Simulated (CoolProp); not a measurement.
Properties of carbonyl sulfide along the isotherm 139.15 °C (Tc = 105.6 °C, pc = 6.369 MPa, ω = 0.098).

Values from CoolProp's reference Helmholtz-energy equation of state, Lemmon 2006. It is a short technical equation, of lower accuracy than the large ones.

| p (MPa) | phase | Z | cv (kJ/(kg K)) | speed of sound (m/s) | expansivity (1/kK) | fugacity coefficient |
|---|---|---|---|---|---|---|
| 0.0302 | gas | 0.9988 | ? | 263.5 | 2.435 | 0.9988 |
| 0.062 | gas | 0.9975 | ? | 263.3 | 2.444 | 0.9975 |
| 0.127 | gas | 0.9949 | 0.6332 | 262.9 | 2.465 | 0.9949 |
| 0.262 | gas | 0.9894 | 0.6344 | 261.9 | 2.508 | 0.9895 |
| 0.537 | gas | 0.9780 | 0.6370 | 260.0 | 2.600 | 0.9784 |
| 1.1 | gas | 0.9543 | 0.6425 | 255.9 | 2.807 | ? |
| 2.27 | gas | 0.9022 | 0.6550 | ? | 3.345 | 0.9098 |
| 4.65 | gas | ? | 0.6864 | ? | ? | 0.8176 |
| 9.55 | supercritical | 0.4362 | ? | 203.6 | 24.21 | 0.6311 |

Question: What belongs in the gaps?

Answer: 
- 0.0302, cv (kJ/(kg K)): 0.6323
- 0.062, cv (kJ/(kg K)): 0.6326
- 1.1, fugacity coefficient: 0.9560
- 2.27, speed of sound (m/s): 247.2
- 4.65, Z: 0.7819
- 4.65, speed of sound (m/s): 228.0
- 4.65, expansivity (1/kK): 5.234
- 9.55, cv (kJ/(kg K)): 0.7952
